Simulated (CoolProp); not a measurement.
Vapour-liquid equilibrium of R22 (1) + dimethyl ether (2) at 1.14 bar; x and y are mole fractions of (1).

Model: multi-fluid Helmholtz-energy mixture model, Kamei 1995 and Wu 2011; pair parameters Bell 2016, in CoolProp.

Q: Give the bubble temperature and the first vapour's composition at x = 0.15, 0.55, 0.85. Is there an azeotrope?

A: x = 0.15: -21.2 °C, y = 0.131; x = 0.55: -24.3 °C, y = 0.701; x = 0.85: -34.1 °C, y = 0.969. y crosses x between x = 0.25 and 0.35: the model has an azeotrope there.

Pair parameters are fitted to limited data, so mixtures are less certain than the pure fluids.
